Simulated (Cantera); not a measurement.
Input (Python, Cantera) and output of one run.

```python
import numpy as np
import cantera as ct

gas_names = [...]  # 123 gases of nasa_gas.yaml made of C, H, O, Si
cond_names = """
    C(gr) C6H6(L) C7H8(L) C8H18(L),n-octa H2O(s) H2O(L) Si(cr) Si(L) SiC(b) SiO2(Lqz) SiO2(hqz) SiO2(L)
""".split()


# ... load() reads the species with a 1 bar reference pressure and builds the phases ...
atoms = {
    'HMDSO': {'Si': 2, 'C': 6, 'H': 18, 'O': 1},
    'O3': {'O': 3},
}
top_T = {'C(gr)': 4500, 'SiC(b)': 3050}  # K; cautious upper limits of use, not melting points


# ... equilibrate(T, P, feed) seeds the gas with the atoms and calls Mixture.equilibrate('TP', solver="vcs", rtol=1e-11, max_steps=5000) ...
results = []
T = 1498.15  # K
P = 310  # Pa
for m in [0.18, 0.41, 0.64, 0.87, 1.1, 1.3, 1.6]:
    feed = {'HMDSO': 1, 'O3': m}  # mol
    mix = equilibrate(T, P, feed)
    results.append((T, P, feed, dict(zip(mix.species_names, mix.species_moles))))
    x = sorted(zip(gas.X, gas.species_names), reverse=True)
    print(f"T = {T:g} K  P = {P:g} Pa  n(O3) = {m:g} mol  gas = {mix.phase_moles(0):.4g} mol")
    print("   x: " + "  ".join(f"{s} {v:.3e}" for v, s in x if v > 1e-05))
    print("   condensed (mol): " + ("  ".join(f"{mix.phase(i).name} {mix.phase_moles(i):.4g}"
          for i in range(1, mix.n_phases) if mix.phase_moles(i) > 1e-12) or "none"))
```

Result:

```
T = 1498.15 K  P = 310 Pa  n(O3) = 0.18 mol  gas = 10.54 mol
   x: H2 8.536e-01  CO 1.458e-01  H 2.857e-04  SiO 2.836e-04
   condensed (mol): C(gr) 2.466  SiC(b) 1.997
T = 1498.15 K  P = 310 Pa  n(O3) = 0.41 mol  gas = 11.23 mol
   x: H2 8.012e-01  CO 1.982e-01  SiO 3.854e-04  H 2.768e-04
   condensed (mol): C(gr) 1.778  SiC(b) 1.996
T = 1498.15 K  P = 310 Pa  n(O3) = 0.64 mol  gas = 11.92 mol
   x: H2 7.548e-01  CO 2.445e-01  SiO 4.754e-04  H 2.686e-04
   condensed (mol): C(gr) 1.091  SiC(b) 1.994
T = 1498.15 K  P = 310 Pa  n(O3) = 0.87 mol  gas = 12.61 mol
   x: H2 7.135e-01  CO 2.857e-01  SiO 5.556e-04  H 2.612e-04
   condensed (mol): C(gr) 0.4038  SiC(b) 1.993
T = 1498.15 K  P = 310 Pa  n(O3) = 1.1 mol  gas = 13.3 mol
   x: H2 6.765e-01  CO 3.120e-01  SiO 1.127e-02  H 2.543e-04
   condensed (mol): SiC(b) 1.85
T = 1498.15 K  P = 310 Pa  n(O3) = 1.3 mol  gas = 13.9 mol
   x: H2 6.473e-01  CO 3.201e-01  SiO 3.237e-02  H 2.488e-04
   condensed (mol): SiC(b) 1.55
T = 1498.15 K  P = 310 Pa  n(O3) = 1.6 mol  gas = 14.33 mol
   x: H2 6.280e-01  CO 3.337e-01  SiO 3.803e-02  H 2.450e-04
   condensed (mol): SiC(b) 1.218  SiO2(hqz) 0.2367
```

Method: chemical equilibrium by Gibbs-energy minimisation in Cantera with the NASA 1993 tables (ideal gas, pure condensed phases). The feed counts by its element totals alone. Mutual solubility and eutectic melting of coexisting phases are not modelled. The tables hold silica as quartz up to 1696 K and as liquid above; real silica turns to tridymite and cristobalite and melts near 1996 K.
